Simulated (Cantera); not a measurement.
Cantera run, input and output.

```python
import numpy as np
import cantera as ct

gas = ct.Solution("gri30.yaml")
gas.TPX = 1798, 101325, {'NO': 1, 'N2': 0.13}
reactor = ct.IdealGasConstPressureReactor(gas, energy="off", clone=False)
net = ct.ReactorNet([reactor])
net.rtol, net.atol = 1e-08, 1e-18
show = ['NO', 'N2O', 'O', 'NO2', 'O2']
times = np.geomspace(0.0007, 5, 15)

steps = ct.SolutionArray(gas, extra=["t"])
rows = []
print(f"{'t/s':>10s}{'T/K':>9s}{'P/Pa':>11s}" + "".join(f"{s:>11s}" for s in show))
for t in times:
    while net.time < t:
        t_next = net.step()
        steps.append(gas.state, t=t_next)
    rows.append([np.interp(t, steps.t, y) for y in (steps.T, steps.P, *steps(*show).X.T)])
    print(f"{t:10.3e}{rows[-1][0]:9.1f}{rows[-1][1]:11.4g}" + "".join(f"{x:11.3e}" for x in rows[-1][2:]))
rate = np.gradient(steps.T, steps.t)
print("integrator steps:", len(steps.t))
if steps.T.max() > steps.T[0] + 200:
    print(f"time of steepest temperature rise: {steps.t[rate.argmax()]:.4e} s")
gas.TPX = 1798, 101325, {'NO': 1, 'N2': 0.13}
gas.equilibrate("TP")
print(f"equilibrium (TP): T = {gas.T:.1f} K  " + "  ".join(f"{s} {gas[s].X[0]:.3e}" for s in show))
```

It prints:

```
       t/s      T/K       P/Pa         NO        N2O          O        NO2         O2
 7.000e-04   1798.0  1.013e+05  8.847e-01  1.050e-04  5.137e-06  1.319e-04  6.186e-06
 1.319e-03   1798.0  1.013e+05  8.844e-01  1.698e-04  7.857e-06  2.429e-04  3.030e-05
 2.487e-03   1798.0  1.013e+05  8.839e-01  2.452e-04  1.100e-05  3.789e-04  1.377e-04
 4.687e-03   1798.0  1.013e+05  8.831e-01  3.032e-04  1.294e-05  4.630e-04  4.713e-04
 8.835e-03   1798.0  1.013e+05  8.816e-01  3.241e-04  1.375e-05  4.955e-04  1.208e-03
 1.665e-02   1798.0  1.013e+05  8.787e-01  3.241e-04  1.452e-05  5.253e-04  2.627e-03
 3.139e-02   1798.0  1.013e+05  8.733e-01  3.196e-04  1.579e-05  5.743e-04  5.288e-03
 5.916e-02   1798.0  1.013e+05  8.633e-01  3.114e-04  1.791e-05  6.534e-04  1.024e-02
 1.115e-01   1798.0  1.013e+05  8.449e-01  2.969e-04  2.124e-05  7.713e-04  1.934e-02
 2.102e-01   1798.0  1.013e+05  8.120e-01  2.723e-04  2.613e-05  9.278e-04  3.567e-02
 3.962e-01   1798.0  1.013e+05  7.557e-01  2.337e-04  3.283e-05  1.102e-03  6.369e-02
 7.467e-01   1798.0  1.013e+05  6.663e-01  1.797e-04  4.123e-05  1.236e-03  1.083e-01
 1.407e+00   1798.0  1.013e+05  5.406e-01  1.168e-04  5.072e-05  1.246e-03  1.711e-01
 2.653e+00   1798.0  1.013e+05  3.910e-01  6.041e-05  6.006e-05  1.075e-03  2.461e-01
 5.000e+00   1798.0  1.013e+05  2.456e-01  2.372e-05  6.790e-05  7.673e-04  3.190e-01
integrator steps: 986
equilibrium (TP): T = 1798.0 K  NO 5.035e-03  N2O 2.445e-07  O 7.915e-05  NO2 1.845e-05  O2 4.399e-01
```

Detailed kinetics in Cantera: GRI-Mech 3.0 (53 species, 325 reactions).
